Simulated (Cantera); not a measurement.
## Moist CO burnout

An isothermal, constant-pressure homogeneous reactor starts with CO : O₂ : H₂O : N₂ = 0.0028 : 0.025 : 0.054 : 1 (molar parts), at 1025 K and 0.148 atm.

Detailed kinetics in Cantera: GRI-Mech 3.0 (53 species, 325 reactions).

| t (s) | x CO | x O₂ | x H₂O | x NO₂ | x O | x HO₂ |
|---|---|---|---|---|---|---|
| 8.00e-6 | 0.00259 | 0.0231 | 0.0499 | <1e-12 | <1e-12 | <1e-12 |
| 2.58e-5 | 0.00259 | 0.0231 | 0.0499 | <1e-12 | <1e-12 | <1e-12 |
| 8.30e-5 | 0.00259 | 0.0231 | 0.0499 | <1e-12 | 1.39e-12 | <1e-12 |
| 0.000267 | 0.00259 | 0.0231 | 0.0499 | <1e-12 | 4.33e-12 | <1e-12 |
| 0.000862 | 0.00259 | 0.0231 | 0.0499 | <1e-12 | 1.30e-11 | <1e-12 |
| 0.00278 | 0.00259 | 0.0231 | 0.0499 | <1e-12 | 4.38e-11 | 4.97e-12 |
| 0.00894 | 0.00259 | 0.0231 | 0.0499 | <1e-12 | 5.37e-10 | 1.85e-10 |
| 0.0288 | 0.00259 | 0.0231 | 0.0499 | <1e-12 | 1.04e-6 | 3.75e-7 |
| 0.0928 | 0.000727 | 0.0222 | 0.0499 | 4.05e-12 | 3.16e-5 | 1.56e-6 |
| 0.299 | 7.56e-5 | 0.0219 | 0.0500 | 2.57e-11 | 3.07e-6 | 3.89e-7 |
| 0.963 | 6.60e-6 | 0.0218 | 0.0500 | 4.66e-11 | 2.95e-7 | 4.73e-8 |
| 3.10 | 4.64e-7 | 0.0218 | 0.0500 | 3.09e-11 | 3.33e-8 | 5.06e-9 |
| 10.0 | 2.00e-8 | 0.0218 | 0.0500 | 1.27e-11 | 5.16e-9 | 6.87e-10 |
x: mole fraction; the columns are a selection and need not sum to one.

Equilibrium at this temperature and pressure: CO 6.36e-12, O₂ 0.0218, H₂O 0.0500, NO₂ 8.12e-8, O 1.27e-10, HO₂ 1.11e-10 (gas phase only).
